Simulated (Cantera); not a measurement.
An adiabatic, constant-volume homogeneous reactor starts with CH₄ : H₂ : O₂ : N₂ = 1 : 0.12 : 3.75 : 14.1 (molar parts), at 1675 K and 750 Torr. Integrator tolerance rtol = 1e-08.

Model: GRI-Mech 3.0 (53 species, 325 reactions), integrated in Cantera.

Problem. What does this change do: pressure from 750 Torr to 3750 Torr?

Solution. 
| quantity | before | after |
|---|---|---|
| time of steepest temperature rise | 0.169 ms | 42.8 µs |
| temperature at 0.400 s | 2712 K | 2799 K |
| equilibrium temperature | 2712 K | 2799 K |
| x(CH₄) at 0.400 s | <1e-12 (gas-phase equilibrium <1e-12) | <1e-12 (gas-phase equilibrium <1e-12) |
| x(H₂) at 0.400 s | 0.00410 (gas-phase equilibrium 0.00410) | 0.00270 (gas-phase equilibrium 0.00270) |
| x(O₂) at 0.400 s | 0.0782 (gas-phase equilibrium 0.0782) | 0.0769 (gas-phase equilibrium 0.0769) |
| x(H₂O) at 0.400 s | 0.0954 (gas-phase equilibrium 0.0954) | 0.0996 (gas-phase equilibrium 0.0996) |
| x(CH₂) at 0.400 s | <1e-12 (gas-phase equilibrium <1e-12) | <1e-12 (gas-phase equilibrium <1e-12) |
| x(NO) at 0.400 s | 0.0190 (gas-phase equilibrium 0.0190) | 0.0214 (gas-phase equilibrium 0.0214) |

Problem. What does this change do: initial temperature 1675 to 1775 K?

Solution. 
```csv
quantity,before,after
time of steepest temperature rise,0.169 ms,95.8 µs
temperature at 0.400 s,2712 K,2751 K
equilibrium temperature,2712 K,2751 K
x(CH₄) at 0.400 s,<1e-12 (gas-phase equilibrium <1e-12),<1e-12 (gas-phase equilibrium <1e-12)
x(H₂) at 0.400 s,0.00410 (gas-phase equilibrium 0.00410),0.00481 (gas-phase equilibrium 0.00481)
x(O₂) at 0.400 s,0.0782 (gas-phase equilibrium 0.0782),0.0776 (gas-phase equilibrium 0.0776)
x(H₂O) at 0.400 s,0.0954 (gas-phase equilibrium 0.0954),0.0930 (gas-phase equilibrium 0.0930)
x(CH₂) at 0.400 s,<1e-12 (gas-phase equilibrium <1e-12),<1e-12 (gas-phase equilibrium <1e-12)
x(NO) at 0.400 s,0.0190 (gas-phase equilibrium 0.0190),0.0200 (gas-phase equilibrium 0.0200)
```
